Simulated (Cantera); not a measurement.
An isothermal, constant-pressure homogeneous reactor starts with CH₄ : O₂ : N₂ = 0.0023 : 0.039 : 1 (molar parts), at 900 K and 1.38 atm. Integrator tolerance rtol = 1e-08.

Model: GRI-Mech 3.0 (53 species, 325 reactions), integrated in Cantera. Below about 1000 K GRI-Mech 3.0 lacks low-temperature oxidation paths.

What does this change do: temperature 900 to 925 K?


```
quantity                                             before                                    after
------------------  ---------------------------------------  ---------------------------------------
x(CH₄) at 9.00 s     0.00220 (gas-phase equilibrium <1e-12)  0.000377 (gas-phase equilibrium <1e-12)
x(O₂) at 9.00 s       0.0374 (gas-phase equilibrium 0.0330)    0.0346 (gas-phase equilibrium 0.0330)
x(CH₂CO) at 9.00 s  1.06e-11 (gas-phase equilibrium <1e-12)   1.47e-6 (gas-phase equilibrium <1e-12)
x(C₂H₆) at 9.00 s    8.68e-7 (gas-phase equilibrium <1e-12)   1.38e-6 (gas-phase equilibrium <1e-12)
x(NO) at 9.00 s      <1e-12 (gas-phase equilibrium 4.06e-6)   <1e-12 (gas-phase equilibrium 5.65e-6)
```
